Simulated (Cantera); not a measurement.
Input (Python, Cantera):

```python
import numpy as np
import cantera as ct

gas = ct.Solution("gri30.yaml")
gas.TPX = 548, 1500000, {'C2H4': 1, 'O2': 2, 'N2': 7.52, 'H2O': 2.9}
inlet = ct.Reservoir(gas, clone=True)
gas.equilibrate("HP")  # start burning
reactor = ct.IdealGasConstPressureReactor(gas, energy="on", clone=False)
exhaust = ct.Reservoir(gas, clone=True)
tau = [0.021, 0.0098, 0.0045, 0.0021, 0.00095, 0.00044, 0.0002, 9.2e-05, 4.2e-05, 1.9e-05][0]
for a, b in ((inlet, reactor), (reactor, exhaust)):
    ct.MassFlowController(a, b, mdot=lambda t: reactor.mass / tau)
net = ct.ReactorNet([reactor])
show = ['C2H4', 'O2', 'H2O', 'CO2', 'NO', 'H2', 'N2O']

rows = []
print(f"{'tau/s':>10s}{'T/K':>9s}" + "".join(f"{s:>11s}" for s in show))
for tau in [0.021, 0.0098, 0.0045, 0.0021, 0.00095, 0.00044, 0.0002, 9.2e-05, 4.2e-05, 1.9e-05]:
    net.initial_time = 0.0
    net.advance(30 * tau)
    before = gas.X
    net.advance(40 * tau)
    drift = np.max(np.abs(gas.X - before) / (gas.X + 1e-9))
    rows.append([gas.T, *gas[show].X, drift])
    print(f"{tau:10.3e}{gas.T:9.1f}" + "".join(f"{x:11.3e}" for x in gas[show].X))
```

Result:

```
     tau/s      T/K       C2H4         O2        H2O        CO2         NO         H2        N2O
 2.100e-02   2000.0  2.615e-05  1.624e-04  2.772e-01  6.720e-02  1.168e-05  6.079e-02  2.206e-09
 9.800e-03   2001.3  4.845e-05  3.173e-04  2.794e-01  6.777e-02  1.166e-05  5.771e-02  3.034e-09
 4.500e-03   2001.1  8.691e-05  6.036e-04  2.821e-01  6.826e-02  1.138e-05  5.395e-02  4.528e-09
 2.100e-03   1998.0  1.478e-04  1.077e-03  2.849e-01  6.837e-02  1.107e-05  5.017e-02  7.075e-09
 9.500e-04   1990.1  2.486e-04  1.866e-03  2.875e-01  6.779e-02  1.067e-05  4.650e-02  1.152e-08
 4.400e-04   1976.1  4.077e-04  3.082e-03  2.897e-01  6.627e-02  9.867e-06  4.317e-02  1.853e-08
 2.000e-04   1951.4  6.949e-04  5.142e-03  2.916e-01  6.323e-02  8.176e-06  3.969e-02  3.018e-08
 9.200e-05   1907.7  1.282e-03  8.813e-03  2.931e-01  5.756e-02  5.359e-06  3.573e-02  5.006e-08
 4.200e-05   1817.0  3.008e-03  1.670e-02  2.931e-01  4.577e-02  1.842e-06  3.059e-02  9.055e-08
 1.900e-05    548.0  7.452e-02  1.490e-01  2.161e-01  9.103e-17  1.526e-23  8.891e-17  5.040e-22
```

Detailed kinetics in Cantera: GRI-Mech 3.0 (53 species, 325 reactions). GRI-Mech 3.0 was tuned for natural gas; its chemistry of ethylene as a main component is partial and can be far from experiment. The pressure lies above the range GRI-Mech 3.0 was tuned for (to about 10 atm).
